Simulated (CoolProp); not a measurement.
Oxygen at 293.15 K and 3.8 MPa flows at 0.89 m/s in a round tube of 100 mm bore and 1.5 µm roughness, fully developed (64/Re and Nu = 3.66 if laminar; Colebrook and Gnielinski if turbulent). Each further row changes one setting.

Computed with CoolProp (reference Helmholtz-energy equation of state, Schmidt 1985).

| case | Reynolds number | Darcy friction factor | pressure drop (Pa/m) | heat-transfer coefficient (W/(m² K)) | mass flow (kg/h) |
|---|---|---|---|---|---|
| as stated | [?] | [?] | 3.15 | [?] | 1290 |
| velocity 1.78 m/s | 431000 | 0.0137 | 11.1 | [?] | [?] |
| diameter 200 mm | 431000 | [?] | [?] | [?] | 5150 |

Task: Some entries are withheld; supply them.

Result: 
- as stated, Reynolds number: 216000
- as stated, Darcy friction factor: 0.0155
- as stated, heat-transfer coefficient (W/(m² K)): 95.9
- velocity 1.78 m/s, heat-transfer coefficient (W/(m² K)): 169
- velocity 1.78 m/s, mass flow (kg/h): 2570
- diameter 200 mm, Darcy friction factor: 0.0136
- diameter 200 mm, pressure drop (Pa/m): 1.38
- diameter 200 mm, heat-transfer coefficient (W/(m² K)): 83.7

Viscosity comes from a separate model (Lemmon 2004). Thermal conductivity comes from a separate model (Lemmon 2004).
